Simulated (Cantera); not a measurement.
An adiabatic, constant-volume homogeneous reactor starts with 10.4 % CH4, 18.8 % O2, 70.8 % N2, equivalence ratio 1.1, at 1150 K and 0.987 atm.

Model: GRI-Mech 3.0 (53 species, 325 reactions), integrated in Cantera.

### Question
Predict: time of steepest temperature rise; temperature at 0.200 s; equilibrium temperature; x(O2) at 0.200 s; x(NO) at 0.200 s.

### Answer
```
Item                                                                Result
---------------------------------  ---------------------------------------
time of steepest temperature rise                                  96.4 ms
temperature at 0.200 s                                              2832 K
equilibrium temperature                                             2832 K
x(O2) at 0.200 s                     0.0109 (gas-phase equilibrium 0.0109)
x(NO) at 0.200 s                   0.00810 (gas-phase equilibrium 0.00810)
```
